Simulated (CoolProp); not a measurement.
Vapour-liquid equilibrium of carbon dioxide (1) + isobutane (2) at -6.75 °C; x and y are mole fractions of (1).

Computed with CoolProp (multi-fluid Helmholtz-energy mixture model, Span 1996 and Bücker 2006; pair parameters Kunz 2012).

```
x      bubble pressure, mixture model (MPa)  bubble pressure, Raoult's law (MPa)  y, mixture model  y, Raoult's law
-----  ------------------------------------  -----------------------------------  ----------------  ---------------
0.05                                 0.3162                               0.2617             0.609            0.555
0.125                                0.6116                               0.4702             0.799            0.772
0.2                                  0.8963                               0.6786             0.864            0.855
0.275                                 1.157                               0.8871             0.896            0.900
0.35                                  1.387                                1.096             0.915            0.927
0.425                                 1.587                                1.304             0.927            0.946
0.5                                   1.761                                1.512             0.937            0.959
0.575                                 1.917                                1.721             0.944            0.970
0.65                                  2.065                                1.929             0.951            0.978
0.725                                 2.213                                2.138             0.959            0.984
0.8                                   2.371                                2.346             0.967            0.990
0.875                                 2.546                                2.555             0.977            0.994
0.95                                  2.748                                2.763             0.989            0.998
```

The largest gap from Raoult's law is +32.1 % in bubble pressure, at x = 0.2. No azeotrope shows between x = 0.05 and 0.95.

The pair parameters rest on a limited set of measurements; away from them the model extrapolates. The gap from Raoult's law changes sign with composition, which may be real or a fault of the pair parameters; it wasn't checked against measurements.
